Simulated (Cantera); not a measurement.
An adiabatic, constant-volume homogeneous reactor starts with CH₄ : O₂ : N₂ = 1 : 2.08 : 7.83 (molar parts), at 1200 K and 7500 Torr.

Detailed kinetics in Cantera: GRI-Mech 3.0 (53 species, 325 reactions).

Q: Predict: time of steepest temperature rise; temperature at 0.800 s; equilibrium temperature; x(O₂) at 0.800 s; x(N₂O) at 0.800 s; x(H₂) at 0.800 s.

A: 
```json
{
 "time_of_steepest_temperature_rise": "4.45 ms",
 "temperature at 0.800 s": "2977 K",
 "equilibrium_temperature": "2977 K",
 "x(O₂) at 0.800 s": "0.0163 (gas-phase equilibrium 0.0163)",
 "x(N₂O) at 0.800 s": "3.25e-6 (gas-phase equilibrium 3.25e-6)",
 "x(H₂) at 0.800 s": "0.0103 (gas-phase equilibrium 0.0103)"
}
```
